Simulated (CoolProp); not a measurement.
A simple Rankine cycle with hydrogen sulfide: condensing at 289.15 K, boiler at 6.67 MPa, turbine inlet 360.9 K, turbine efficiency 0.8, pump efficiency 0.8, no recuperator. Each further row changes one setting.

Model: reference Helmholtz-energy equation of state, Lemmon 2006, in CoolProp. It is a short technical equation, of lower accuracy than the large ones.

```csv
case,thermal efficiency (%),net work (kJ/kg),heat in (kJ/kg),turbine exit temperature (K),volume ratio over the turbine
as stated,12.0,49.4,413,289.1,3.97
turbine inlet 380.9 K,12.5,57.9,462,289.1,3.52
condensing temperature 281.15 K,13.3,57.4,430,281.1,4.85
boiler pressure 4.67 MPa,10.0,46.9,469,289.1,2.50
turbine efficiency 0.7,10.2,42.3,413,289.1,4.04
```

The expansion ends wet for: as stated; turbine inlet 380.9 K; condensing temperature 281.15 K; boiler pressure 4.67 MPa; turbine efficiency 0.7.
